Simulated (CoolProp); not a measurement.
Vapour-liquid equilibrium of propylene (1) + R115 (2) at 0.241 MPa; x and y are mole fractions of (1).

The numbers come from the multi-fluid Helmholtz-energy mixture model, Lemmon 2013 and Lemmon 2016; pair parameters Bell 2016 in CoolProp.

Problem. Give the bubble temperature and the first vapour's composition at x = 0.05, 0.8, 0.95. Is there an azeotrope?

Solution. x = 0.05: -19.9 °C, y = 0.115; x = 0.8: -29.3 °C, y = 0.763; x = 0.95: -27.8 °C, y = 0.914. y crosses x between x = 0.65 and 0.8: the model has an azeotrope there.

The pair parameters rest on a limited set of measurements; away from them the model extrapolates.
